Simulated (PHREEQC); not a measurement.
0.12 g of hydrous ferric oxide (600 m²/g; 0.2 weak and 0.005 strong sites per Fe, Dzombak-Morel constants, diffuse double layer) in 1 kg of water with 0.01 mol/kgw of an inert sodium salt and 0.49 mmol/kgw NaH2PO4, at 25 °C; the pH is set by adding NaOH or the inert anion's acid. O2 is buffered at 0.21 atm. CO2 from the air is kept out. Precipitation was switched off in this run.

Equilibrium calculation in PHREEQC: ion-association model, wateq4f.dat.

| pH | P sorbed (%) | surface charge σ (C/m²) | surface potential ψ (mV) |
|---|---|---|---|
| 4 | 52.7 | 0.009 | 34 |
| 4.5 | 51.5 | 0.005 | 20 |
| 5 | 49.4 | 0.001 | 6 |
| 5.5 | 46.6 | -0.002 | -10 |
| 6 | 43.0 | -0.006 | -25 |
| 6.5 | 38.8 | -0.010 | -39 |
| 7 | 34.2 | -0.014 | -50 |
| 7.5 | 29.4 | -0.017 | -58 |
| 8 | 23.9 | -0.019 | -64 |
| 8.5 | 17.0 | -0.023 | -70 |
| 9 | 9.9 | -0.027 | -77 |
| 9.5 | 4.4 | -0.033 | -87 |
| 10 | 1.3 | -0.046 | -103 |

Complexes and solids missing from the database can't appear. H3PO4, which wateq4f.dat lacks, is added to it with the constant of phreeqc.dat.
